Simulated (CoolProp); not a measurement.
A single-stage vapour-compression cycle with isobutene: evaporating at 298.15 K (dew point), condensing at 356.15 K (bubble point), superheat 8 K, subcooling 8 K, compressor efficiency 0.6, no pressure losses. Each further row changes one setting.

Values from CoolProp's reference Helmholtz-energy equation of state, Lemmon 2005. It is a short technical equation, of lower accuracy than the large ones.

| case | cooling COP | pressure ratio | discharge temperature (K) | refrigerating effect (kJ/kg) | volumetric capacity (kJ/m³) |
|---|---|---|---|---|---|
| as stated | 2.42 | 4.28 | 376.7 | 246 | 1800 |
| evaporating temperature 303.15 K | 2.76 | 3.69 | 375.1 | 252 | 2130 |
| condensing temperature 351.15 K | 2.74 | 3.85 | 371.4 | 259 | 1900 |
| subcooling 13 K | 2.55 | 4.28 | 376.7 | 259 | 1900 |
| superheat 18 K | 2.47 | 4.28 | 386.9 | 263 | 1850 |
| compressor efficiency 0.5 | 2.01 | 4.28 | 386.0 | 246 | 1800 |
